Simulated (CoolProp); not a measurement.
Nitrogen along the isotherm 130.4 K: density (kg/m³) from the reference equation and from simpler models built on Tc = 126.2 K, pc = 33.96 bar, ω = 0.037; each cubic takes its own stable root.

The numbers come from the reference Helmholtz-energy equation of state, Span 2000 in CoolProp.

```json
[
 {"p (bar)": "24.3", "phase": "gas", "reference": "85.11", "Soave-Redlich-Kwong": "85.44", "Peng-Robinson": "88.27"},
 {"p (bar)": "48.5", "phase": "supercritical", "reference": "442.8", "Soave-Redlich-Kwong": "390.7", "Peng-Robinson": "427.4"},
 {"p (bar)": "72.8", "phase": "supercritical", "reference": "527.6", "Soave-Redlich-Kwong": "489.6", "Peng-Robinson": "541.4"},
 {"p (bar)": "97", "phase": "supercritical", "reference": "565.4", "Soave-Redlich-Kwong": "538.1", "Peng-Robinson": "596.7"},
 {"p (bar)": "121", "phase": "supercritical", "reference": "591.1", "Soave-Redlich-Kwong": "571.6", "Peng-Robinson": "634.7"},
 {"p (bar)": "146", "phase": "supercritical", "reference": "611.7", "Soave-Redlich-Kwong": "598.7", "Peng-Robinson": "665.1"},
 {"p (bar)": "170", "phase": "supercritical", "reference": "628.0", "Soave-Redlich-Kwong": "619.9", "Peng-Robinson": "688.9"},
 {"p (bar)": "194", "phase": "supercritical", "reference": "642.0", "Soave-Redlich-Kwong": "638.0", "Peng-Robinson": "709.1"},
 {"p (bar)": "218", "phase": "supercritical", "reference": "654.4", "Soave-Redlich-Kwong": "653.8", "Peng-Robinson": "726.7"},
 {"p (bar)": "243", "phase": "supercritical", "reference": "665.8", "Soave-Redlich-Kwong": "668.3", "Peng-Robinson": "742.8"},
 {"p (bar)": "267", "phase": "supercritical", "reference": "675.8", "Soave-Redlich-Kwong": "680.8", "Peng-Robinson": "756.6"},
 {"p (bar)": "291", "phase": "supercritical", "reference": "685.0", "Soave-Redlich-Kwong": "692.1", "Peng-Robinson": "769.2"},
 {"p (bar)": "315", "phase": "supercritical", "reference": "693.5", "Soave-Redlich-Kwong": "702.5", "Peng-Robinson": "780.6"},
 {"p (bar)": "340", "phase": "supercritical", "reference": "701.7", "Soave-Redlich-Kwong": "712.4", "Peng-Robinson": "791.5"}
]
```
